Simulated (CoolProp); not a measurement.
The numbers come from the reference Helmholtz-energy equation of state, Wagner 2002 in CoolProp.

Question: For water, give the phase and the cp (kJ/(kg K)), Joule-Thomson coefficient (K/MPa), conductivity (mW/(m K)) at 726.85 °C and 6130 kPa; 726.85 °C and 18400 kPa; 726.85 °C and 49000 kPa.

Answer: 
- 726.85 °C and 6130 kPa: gas; cp 2.38, Joule-Thomson coefficient 2.35, conductivity 100
- 726.85 °C and 18400 kPa: gas; cp 2.58, Joule-Thomson coefficient 2.25, conductivity 111
- 726.85 °C and 49000 kPa: supercritical; cp 3.16, Joule-Thomson coefficient 1.85, conductivity 148

Thermal conductivity comes from a separate model (Huber 2012).
